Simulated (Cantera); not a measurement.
Feed: 1 mol SiCl4, 0.73 mol Cl2, 0.24 mol H2, at 0.133 bar.

Equilibrium computed with Cantera from the NASA thermochemical tables; the gas is ideal and each condensed phase is pure. Candidate condensed phases: Si; 19 gas species. Kinetics and transport are ignored. All values below are at 625 K.

Base state: SiCl4 0.508, Cl2 0.249, HCl 0.244 (mole fractions); condensed: gas only.

Question: What changes in the equilibrium state with this change: 0.052 mol HF added?

Answer: 
```tsv
species	before	after
SiCl4	0.508	0.488
HCl	0.244	0.263
Cl2	0.249	0.242
SiF4	0	0.00643
```
